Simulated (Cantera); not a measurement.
An adiabatic, constant-volume homogeneous reactor starts with CH4 : O2 : N2 = 1 : 2.25 : 21.6 (molar parts), at 1700 K and 1.90 bar. Integrator tolerance rtol = 1e-08.

Model: GRI-Mech 3.0 (53 species, 325 reactions), integrated in Cantera.

**Question.** What does this change do: 0.028 parts H2 added?

**Answer.** 
| quantity | before | after |
|---|---|---|
| time of steepest temperature rise | 0.233 ms | 0.217 ms |
| temperature at 4.00 s | 2587 K | 2591 K |
| equilibrium temperature | 2587 K | 2591 K |
| x(CH4) at 4.00 s | <1e-12 (gas-phase equilibrium <1e-12) | <1e-12 (gas-phase equilibrium <1e-12) |
| x(O2) at 4.00 s | 0.0114 (gas-phase equilibrium 0.0114) | 0.0111 (gas-phase equilibrium 0.0111) |
| x(C2H2) at 4.00 s | <1e-12 (gas-phase equilibrium <1e-12) | <1e-12 (gas-phase equilibrium <1e-12) |
| x(HCN) at 4.00 s | 1.58e-10 (gas-phase equilibrium 1.58e-10) | 1.71e-10 (gas-phase equilibrium 1.71e-10) |
| x(CO) at 4.00 s | 0.00958 (gas-phase equilibrium 0.00958) | 0.00982 (gas-phase equilibrium 0.00982) |
| x(C2H6) at 4.00 s | <1e-12 (gas-phase equilibrium <1e-12) | <1e-12 (gas-phase equilibrium <1e-12) |

**Question.** What does this change do: constant pressure in place of constant volume?

**Answer.** 
| quantity | before | after |
|---|---|---|
| time of steepest temperature rise | 0.233 ms | 0.242 ms |
| temperature at 4.00 s | 2587 K | 2443 K |
| equilibrium temperature | 2587 K | 2443 K |
| x(CH4) at 4.00 s | <1e-12 (gas-phase equilibrium <1e-12) | <1e-12 (gas-phase equilibrium <1e-12) |
| x(O2) at 4.00 s | 0.0114 (gas-phase equilibrium 0.0114) | 0.0107 (gas-phase equilibrium 0.0107) |
| x(C2H2) at 4.00 s | <1e-12 (gas-phase equilibrium <1e-12) | <1e-12 (gas-phase equilibrium <1e-12) |
| x(HCN) at 4.00 s | 1.58e-10 (gas-phase equilibrium 1.58e-10) | 3.69e-11 (gas-phase equilibrium 3.69e-11) |
| x(CO) at 4.00 s | 0.00958 (gas-phase equilibrium 0.00958) | 0.00643 (gas-phase equilibrium 0.00643) |
| x(C2H6) at 4.00 s | <1e-12 (gas-phase equilibrium <1e-12) | <1e-12 (gas-phase equilibrium <1e-12) |

**Question.** What does this change do: 1.4 parts H2 added?

**Answer.** 
```tsv
quantity	before	after
time of steepest temperature rise	0.233 ms	43.7 µs
temperature at 4.00 s	2587 K	2696 K
equilibrium temperature	2587 K	2696 K
x(CH4) at 4.00 s	<1e-12 (gas-phase equilibrium <1e-12)	<1e-12 (gas-phase equilibrium <1e-12)
x(O2) at 4.00 s	0.0114 (gas-phase equilibrium 0.0114)	0.00176 (gas-phase equilibrium 0.00176)
x(C2H2) at 4.00 s	<1e-12 (gas-phase equilibrium <1e-12)	<1e-12 (gas-phase equilibrium <1e-12)
x(HCN) at 4.00 s	1.58e-10 (gas-phase equilibrium 1.58e-10)	3.49e-9 (gas-phase equilibrium 3.49e-9)
x(CO) at 4.00 s	0.00958 (gas-phase equilibrium 0.00958)	0.0218 (gas-phase equilibrium 0.0218)
x(C2H6) at 4.00 s	<1e-12 (gas-phase equilibrium <1e-12)	<1e-12 (gas-phase equilibrium <1e-12)
```
